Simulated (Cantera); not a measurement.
Charge: 1 mol SiH2Cl2, 0.071 mol C2H2, 14 mol H2, held at 2573.15 K and 56.0 mbar.

Equilibrium computed with Cantera from the NASA thermochemical tables; the gas is ideal and each condensed phase is pure. The tables' values for SiCl are old estimates; treat these amounts as uncertain. Gases not in the tables: Si2H6 and higher silanes. Kinetics and transport are ignored.

```
species             before     after
----------------  --------  --------
H2                   0.724     0.722
H                    0.124     0.123
HCl                 0.0884    0.0887
Si                  0.0391    0.0351
SiC2               0.00150   0.00421
C2H2 (acetylene)   0.00127   0.00396
Cl                  0.0106    0.0106
C2H                1.81e-5   5.66e-5
SiC                8.91e-6   1.42e-5
Si2C               0.00223   0.00319
Si3                1.43e-5   1.04e-5
Si2               0.000314  0.000254
SiH2              0.000259  0.000232
```
Gas species are given as mole fractions.

Task: Which change was made?
A. temperature from 2573.15 K to 1198 K
B. C2H2 from 0.071 to 0.18 mol
C. temperature from 2573.15 K to 1400 K
D. SiH2Cl2 replaced by SiCl4

Result: B, C2H2 from 0.071 to 0.18 mol
